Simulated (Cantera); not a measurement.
Charge: 1 mol Si, 1.5 mol Cl2, 13 mol H2, equilibrated at 600 K and 11.0 bar.

These are equilibrium values from Cantera (NASA tables, ideal gas, pure condensed phases), not measurements of a reactor. Candidate condensed phases: Si; 19 gas species. Equilibrium is a limit: real reactors are often held back by kinetics, nucleation or transport.

Base state: H2 0.933, SiHCl3 0.0406, SiCl4 0.0229, SiH2Cl2 0.00360, SiH3Cl 6.25e-5, HCl 1.45e-5 (mole fractions); condensed: Si(s).

### Question
What changes in the equilibrium state with this change: temperature from 600 K to 1275 K?

### Answer
| species | before | after |
|---|---|---|
| H2 | 0.933 | 0.914 |
| SiHCl3 | 0.0406 | 0.0289 |
| HCl | 1.45e-5 | 0.0264 |
| SiCl4 | 0.0229 | 0.0207 |
| SiCl2 | <1e-9 | 0.00198 |
| SiCl3 | 4.02e-8 | 0.00251 |
| SiH3Cl | 6.25e-5 | 0.000302 |
| SiH2Cl2 | 0.00360 | 0.00559 |
| Si(s), mol | 0.0870 | 0.178 |
The tables' values for SiCl3 are old estimates; treat these amounts as uncertain.
